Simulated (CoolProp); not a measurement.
Methanol at 298.15 K and 0.304 MPa is throttled through a valve to 0.181 MPa with no heat exchange. Each further row changes one setting.

The numbers come from the reference Helmholtz-energy equation of state, de Reuck 1993 in CoolProp.

| case | temperature change (K) |
|---|---|
| as stated | +0.0 |
| outlet pressure 0.0543 MPa | +0.1 |
| outlet pressure 0.235 MPa | +0.0 |
